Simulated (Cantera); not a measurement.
**Thermodynamics of chemical vapour transport, feed MgO + H2O + N2**

Input: 1 mol MgO, 0.69 mol H2O, 3.9 mol N2, held at 1400 °C and 1.30 bar.

Method: chemical equilibrium by Gibbs-energy minimisation in Cantera with the NASA 1993 tables (ideal gas, pure condensed phases). Candidate condensed phases: H2O, Mg, MgO, Mg(OH)2; 31 gas species. The numbers say what is thermodynamically allowed, not how fast it happens.

The x(N2) comes out as 0.850 and the x(H2O) is 0.150. The x(H2) is 0.000228 and the x(O2) comes out as 7.63e-5. The x(NO) is 5.17e-5, the x(OH) is 4.79e-5 and the x(H) is 1.51e-6. The n(MgO(s)) is 1.000 mol. The gas amount comes out as 4.591 mol and the log10 activity of Mg(l) (absent) comes out as -10.97.
